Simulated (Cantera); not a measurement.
An isothermal, constant-pressure homogeneous reactor starts with 1.67 % H2, 98.3 % O2, equivalence ratio 0.0085, at 950 K and 0.0263 atm.

Model: the H2/O2 subset of GRI-Mech 3.0, which has no nitrogen chemistry, integrated in Cantera. Radical loss at walls, strong at low pressure, is not modelled.

x: mole fraction; the columns are a selection and need not sum to one.

| t (s) | x H2 | x O2 | x H2O | x H2O2 | x OH |
|---|---|---|---|---|---|
| 2.00e-6 | 0.0167 | 0.983 | <1e-12 | <1e-12 | <1e-12 |
| 1.03e-5 | 0.0167 | 0.983 | <1e-12 | <1e-12 | <1e-12 |
| 5.28e-5 | 0.0167 | 0.983 | <1e-12 | <1e-12 | <1e-12 |
| 0.000271 | 0.0167 | 0.983 | 7.72e-12 | <1e-12 | 1.14e-11 |
| 0.00139 | 0.0167 | 0.983 | 6.75e-10 | <1e-12 | 2.75e-10 |
| 0.00717 | 0.0165 | 0.983 | 0.000191 | 5.00e-9 | 6.41e-5 |
| 0.0368 | 5.99e-5 | 0.982 | 0.0167 | 7.05e-8 | 0.000135 |
| 0.189 | 2.53e-6 | 0.983 | 0.0168 | 3.35e-8 | 2.75e-5 |
| 0.973 | ? | 0.983 | 0.0169 | ? | ? |
| 5.00 | 3.84e-9 | 0.983 | 0.0169 | 2.16e-9 | 2.04e-6 |

Q: What belongs in the gaps?

A: 
- 0.973, x H2: 1.10e-7
- 0.973, x H2O2: 1.05e-8
- 0.973, x OH: 6.71e-6
